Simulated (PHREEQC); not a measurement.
A solution holds 2 mol NaOH and 3.4 mol CaCl2 per kg of water, at 25 °C. Closed to the air; pH follows from the charge balance.

Computed with PHREEQC (Pitzer model, pitzer.dat).

Question: The ionic strength comes out as 12.2 mol/kgw. What activity coefficients do Ca+2, Cl-, OH-, Na+ get?

Answer: Ca+2 2.3, Cl- 0.79, OH- 0.0077, Na+ 4.4. Single-ion values are on the MacInnes scale.

Precipitation was switched off in this run. Examples of supersaturated solids here: Portlandite, Halite. Others may be too. In brines, pH and single-ion activities rest on the MacInnes convention.
